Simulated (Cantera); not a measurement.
Charge: 1 mol TiO2, 0.52 mol C, 1.9 mol H2.

Cantera equilibrium calculation (NASA polynomials, part measured and part estimated; ideal gas, pure solids and liquids). Candidate condensed phases: C, C6H6, C7H8, C8H18, H2O, Ti, TiC, TiO, TiO2, Ti2O3, Ti3O5, Ti4O7; 113 gas species. Mutual solubility and eutectic melting of coexisting phases are not modelled. TiC, TiO: taken at fixed stoichiometry. Condensed phases not in the tables: Magnéli phases beyond Ti4O7, solid solutions among these carbides, nitrides and lower oxides. The numbers say what is thermodynamically allowed, not how fast it happens.

### Question
What condenses at these points (T in °C, P in Pa): (1325, 280000); (1175, 1000000); (1375, 130); (1075, 1000000); (1275, 1000000); (1325, 36); (1125, 36)?

### Answer
```
T (°C)  P in Pa  condensed phases  Ti condensed (%)
------  -------  ----------------  ----------------
1325     280000       TiC + Ti3O5             100.0
1175    1000000         C + Ti4O7             100.0
1375        130       TiC + Ti2O3             100.0
1075    1000000  C + TiO2 + Ti4O7             100.0
1275    1000000         C + Ti3O5             100.0
1325         36       TiO + Ti2O3             100.0
1125         36       TiC + Ti2O3             100.0
```
